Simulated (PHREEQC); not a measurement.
Acid mine or pickling water: speciation

Synthetic water in mg/kgw, 25 °C, pH 2.53:

```tsv
constituent	mg/kgw
Na	1540
K	176
Ca	225
Mg	333
Cl	271
S(6) as SO4	5130
Mn(2)	62.4
```

Cl is adjusted to close the charge balance.
Valence states are taken as typed.

All values are PHREEQC results (Pitzer model, pitzer.dat), not measurements.

Each row changes one thing in this solution. No solid was allowed to form.

```
case                                               ionic strength (mol/kgw)  SO4-2 (mol/kgw)  HSO4- (mol/kgw)  SI of Gypsum (CaSO4:2H2O)  SI of Epsomite (MgSO4:7H2O)
-------------------------------------------------  ------------------------  ---------------  ---------------  -------------------------  ---------------------------
as made                                                               0.186           0.0490          0.00437                      -0.31                        -2.59
all concentrations times 4 at the same typed pH                           …            0.204          0.00962                      +0.31                            …
temperature from 25 to 55 °C at the same typed pH                         …           0.0445          0.00893                      -0.35                            …
Mg from 333 to 166 mg/kgw                                             0.165           0.0487                …                      -0.29                        -2.87
```

### Question
What belongs in the gaps?

### Answer

- all concentrations times 4 at the same typed pH, ionic strength (mol/kgw): 0.740
- all concentrations times 4 at the same typed pH, SI of Epsomite (MgSO4:7H2O): -1.96
- temperature from 25 to 55 °C at the same typed pH, ionic strength (mol/kgw): 0.181
- temperature from 25 to 55 °C at the same typed pH, SI of Epsomite (MgSO4:7H2O): -2.89
- Mg from 333 to 166 mg/kgw, HSO4- (mol/kgw): 0.00471

Complexes and solids missing from the database can't appear. Some of these states are supersaturated (in Gypsum, for instance). Constants without temperature data keep their 25 °C values here.
